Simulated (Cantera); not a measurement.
Diamond growth

A diamond (100) surface in a fixed gas of H2 with x(CH4) = 0.017, x(H) = 0.0015, x(CH3) = 0.001, 7.50 Torr; coverages are run to steady state.

Computed with Cantera and the Harris–Goodwin 1993 mechanism for the reconstructed diamond (100) surface.

```tsv
T (K)	growth (µm/h)	θ c6HH	θ c6H*	θ c6*H	θ c6**	θ c6HM
925	2.03	0.432	0.00778	0.200	0.00293	0.281
1000	2.38	0.469	0.0141	0.289	0.00622	0.162
1075	1.48	0.498	0.0232	0.390	0.0117	0.0497
1150	0.813	0.476	0.0320	0.453	0.0179	0.00996
1225	0.736	0.440	0.0399	0.487	0.0242	0.00192
1300	0.707	0.409	0.0474	0.507	0.0310	0.000382
1375	0.389	0.387	0.0546	0.518	0.0378	7.98e-5
```
θ: site fractions in the mechanism's names (c6HH fully hydrogenated, c6H* and c6*H radical sites, c6** diradical, c6HM methylated).
